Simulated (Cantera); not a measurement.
A closed system holds: 1 mol SiC, a varied amount of N2O, 240 mol H2, held at 1848 K and 1.20 Pa.

Equilibrium computed with Cantera from the NASA thermochemical tables; the gas is ideal and each condensed phase is pure. Candidate condensed phases: C, C6H6, C7H8, C8H18, H2O, Si, SiC, SiO2, Si2N2O, Si3N4; 151 gas species. Equilibrium is a limit: real reactors are often held back by kinetics, nucleation or transport.

Which condensed phases are stable at each of these points (n(N2O) (mol)): 0.053, 0.082, 0.13, 0.19, 0.3, 0.46, 0.71, 1.1, 1.7?


| n(N2O) (mol) | condensed phases | Si condensed (%) |
|---|---|---|
| 0.053 | C(graphite) | 0.0 |
| 0.082 | C(graphite) | 0.0 |
| 0.13 | C(graphite) | 0.0 |
| 0.19 | C(graphite) | 0.0 |
| 0.3 | C(graphite) | 0.0 |
| 0.46 | C(graphite) | 0.0 |
| 0.71 | C(graphite) | 0.0 |
| 1.1 | gas only | 0.0 |
| 1.7 | gas only | 0.0 |

From 0.053 mol N2O to 0.71 mol N2O the condensed part is C(graphite). From 1.1 mol N2O to 1.7 mol N2O nothing is condensed.
